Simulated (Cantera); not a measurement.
Input (Python, Cantera) and output of one run.

```python
import numpy as np
import cantera as ct

gas_names = """
    NO2 N2O
""".split()
cond_names = """
    Nb(cr) Nb(L) NbO2(I) NbO2(II) NbO2(III) NbO2(L)
""".split()


# ... load() reads the species with a 1 bar reference pressure and builds the phases ...
species = {s.name: s for s in load("nasa_gas.yaml", gas_names) + load("nasa_condensed.yaml", cond_names)}
# Each term lists the table entries of one substance; the one whose range holds T is used.
reactions = {
    '3 Nb + 4 NO2(g) = 3 NbO2 + 2 N2O(g)':
        [(-3, ['Nb(cr)', 'Nb(L)']), (-4, ['NO2']), (3, ['NbO2(I)', 'NbO2(II)', 'NbO2(III)', 'NbO2(L)']), (2, ['N2O'])],
}


def pick(names, T):
    return next(species[n] for n in names if species[n].thermo.min_temp <= T <= species[n].thermo.max_temp)


results = []
for label, terms in reactions.items():
    print(label)
    print("     T/K   dH/kJ  dS/(J/K)   dG/kJ   log10 K")
    for T in [900, 950, 1000, 1050, 1100, 1150, 1200]:
        used = [(nu, pick(names, T)) for nu, names in terms]
        dH = sum(nu * s.thermo.h(T) for nu, s in used) / 1e6
        dS = sum(nu * s.thermo.s(T) for nu, s in used) / 1e3
        dG = dH - T * dS / 1e3
        logK = -dG * 1e6 / (ct.gas_constant * T * np.log(10))
        results.append((label, T, dH, dS, dG, logK, [s.name for _, s in used]))
        print(f"{T:8g} {dH:8.1f} {dS:8.1f} {dG:8.1f} {logK:8.2f}")
```

It prints:

```
3 Nb + 4 NO2(g) = 3 NbO2 + 2 N2O(g)
     T/K   dH/kJ  dS/(J/K)   dG/kJ   log10 K
     900  -2329.4   -416.5  -1954.5   113.43
     950  -2325.8   -412.6  -1933.8   106.32
    1000  -2322.0   -408.7  -1913.2    99.94
    1050  -2318.0   -404.9  -1892.9    94.16
    1100  -2303.5   -391.5  -1872.8    88.93
    1150  -2299.0   -387.5  -1853.4    84.18
    1200  -2294.5   -383.7  -1834.1    79.83
```

Source: NASA polynomial tables (part measured, part estimated), evaluated in Cantera. Condensed species are held in their standard states even where they would react or evaporate.
